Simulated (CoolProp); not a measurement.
Saturation properties of tetrahydrofuran.

The numbers come from the reference Helmholtz-energy equation of state, Fiedler 2023 in CoolProp.

| T (°C) | p (bar) | liquid density (kg/m³) | vapour Z |
|---|---|---|---|
| 50.45 | 0.5964 | (withheld) | 0.9811 |
| 64.35 | 0.9625 | 837.6 | 0.9729 |
| 78.25 | (withheld) | (withheld) | 0.9625 |
| 92.05 | 2.204 | 804.7 | 0.9499 |
| 105.95 | (withheld) | 787.5 | 0.9347 |
| 119.85 | 4.432 | 769.7 | 0.9167 |
| 133.75 | 6.039 | 751.2 | 0.8957 |
| 147.55 | 8.032 | 732.1 | 0.8718 |
| 161.45 | 10.50 | 711.7 | 0.8442 |
| 175.35 | 13.49 | 690.1 | (withheld) |
| 189.25 | 17.07 | 666.8 | 0.7765 |
| 203.05 | 21.29 | 641.4 | 0.7350 |
| 216.95 | 26.29 | 612.6 | 0.6861 |

**Question.** Complete the blanks.

**Answer.** 
- 50.45, liquid density (kg/m³): 853.5
- 78.25, p (bar): 1.487
- 78.25, liquid density (kg/m³): 821.3
- 105.95, p (bar): 3.171
- 175.35, vapour Z: 0.8126

It boils at 65.9 °C under 1 atm.
